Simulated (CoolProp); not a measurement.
Saturation properties of neopentane.

The numbers come from the reference Helmholtz-energy equation of state, Lemmon 2006 in CoolProp. It is a short technical equation, of lower accuracy than the large ones.

```
T (°C)  p (MPa)  liquid cp (kJ/(kg K))  vapour Z  surface tension (mN/m)
------  -------  ---------------------  --------  ----------------------
60.95       [?]                  2.545    0.8694                    7.53
67.55    0.5538                  2.595    0.8538                    6.93
74.15    0.6461                  2.647    0.8370                    6.34
80.65    0.7475                  2.703    0.8192                    5.77
87.25    0.8619                  2.763    0.7997                    5.20
93.85    0.9887                  2.830    0.7787                    4.64
100.45    1.129                  2.904    0.7561                    4.09
107.05    1.283                  2.988    0.7316                    3.55
113.65    1.452                  3.086    0.7051                    3.03
120.25      [?]                  3.204    0.6761                    2.52
126.85    1.838                  3.354    0.6441                    2.03
133.45    2.058                  3.558    0.6085                    1.56
140.05    2.297                  3.866    0.5680                    1.11
146.65      [?]                  4.424    0.5202                   0.697
153.25    2.844                  5.925    0.4589                   0.321
```

Q: Fill in the missing entries.

A: 
- 60.95, p (MPa): 0.4717
- 120.25, p (MPa): 1.636
- 146.65, p (MPa): 2.559

It boils at 9.5 °C under 1 atm.

Surface tension comes from a separate correlation (Mulero 2014).
